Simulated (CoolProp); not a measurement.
Vapour pressure (bar) of trans-2-butene: the reference equation beside estimates from Tc = 155.5 °C, pc = 40.19 bar, ω = 0.210.

Computed with CoolProp (reference Helmholtz-energy equation of state, Lemmon 2005). It is a short technical equation, of lower accuracy than the large ones.

| T (°C) | reference | Redlich-Kwong | Peng-Robinson |
|---|---|---|---|
| 5.85 | 1.220 | 1.844 | 1.212 |
| 23.25 | 2.214 | 3.169 | 2.201 |
| 40.75 | 3.745 | 5.089 | 3.730 |
| 58.15 | 5.949 | 7.700 | 5.944 |
| 75.55 | 9.000 | 11.13 | 9.025 |
| 93.05 | 13.11 | 15.50 | 13.19 |
| 110.45 | 18.44 | 20.88 | 18.61 |
| 127.85 | 25.26 | 27.37 | 25.52 |

Absolute difference from the reference over all 8 rows, mean and median: Redlich-Kwong 27.9 and 26.6 %, Peng-Robinson 0.6 and 0.6 %.
